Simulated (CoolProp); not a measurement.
A single-stage vapour-compression cycle with propylene: evaporating at 206.15 K (dew point), condensing at 230.15 K (bubble point), superheat 0 K, subcooling 5 K, compressor efficiency 0.85, no pressure losses. Each further row changes one setting.

Computed with CoolProp (reference Helmholtz-energy equation of state, Lemmon 2013).

```json
[
 {"case": "as stated", "cooling COP": "6.88", "pressure ratio": "3.26", "discharge temperature (K)": "255.1", "refrigerating effect (kJ/kg)": "418", "volumetric capacity (kJ/m³)": "399"},
 {"case": "evaporating temperature 211.15 K", "cooling COP": "9.06", "pressure ratio": "2.48", "discharge temperature (K)": "___", "refrigerating effect (kJ/kg)": "424", "volumetric capacity (kJ/m³)": "520"},
 {"case": "condensing temperature 225.15 K", "cooling COP": "8.84", "pressure ratio": "___", "discharge temperature (K)": "245.6", "refrigerating effect (kJ/kg)": "429", "volumetric capacity (kJ/m³)": "410"},
 {"case": "subcooling 10 K", "cooling COP": "7.06", "pressure ratio": "3.26", "discharge temperature (K)": "255.1", "refrigerating effect (kJ/kg)": "429", "volumetric capacity (kJ/m³)": "410"},
 {"case": "superheat 10 K", "cooling COP": "6.75", "pressure ratio": "3.26", "discharge temperature (K)": "265.9", "refrigerating effect (kJ/kg)": "431", "volumetric capacity (kJ/m³)": "391"},
 {"case": "compressor efficiency 0.75", "cooling COP": "___", "pressure ratio": "3.26", "discharge temperature (K)": "___", "refrigerating effect (kJ/kg)": "418", "volumetric capacity (kJ/m³)": "399"}
]
```

**Question.** What belongs in the gaps?

**Answer.** 
- evaporating temperature 211.15 K, discharge temperature (K): 249.0
- condensing temperature 225.15 K, pressure ratio: 2.61
- compressor efficiency 0.75, cooling COP: 6.07
- compressor efficiency 0.75, discharge temperature (K): 260.8
